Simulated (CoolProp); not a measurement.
Propane along the isobar 0.979 MPa: density (kg/m³) from the reference equation and from simpler models built on Tc = 96.7 °C, pc = 4.251 MPa, ω = 0.152; each cubic takes its own stable root.

The numbers come from the reference Helmholtz-energy equation of state, Lemmon 2009 in CoolProp.

| T (°C) | phase | reference | van der Waals | Soave-Redlich-Kwong |
|---|---|---|---|---|
| -175.25 | liquid | 720.6 | 446.3 | 660.8 |
| -153.65 | liquid | 698.7 | 436.0 | 647.7 |
| -132.05 | liquid | 676.9 | 425.1 | 633.1 |
| -110.45 | liquid | 655.1 | 413.6 | 616.9 |
| -88.85 | liquid | 632.8 | 401.2 | 598.8 |
| -67.25 | liquid | 609.9 | 387.9 | 578.5 |
| -45.75 | liquid | 586.0 | 373.2 | 555.8 |
| -24.15 | liquid | 560.7 | 356.8 | 529.7 |
| -2.55 | liquid | 533.1 | 23.08 | 499.5 |
| 19.05 | liquid | 501.9 | 20.57 | 463.3 |

At some of these states van der Waals gives the other phase, because its saturation line lies elsewhere.
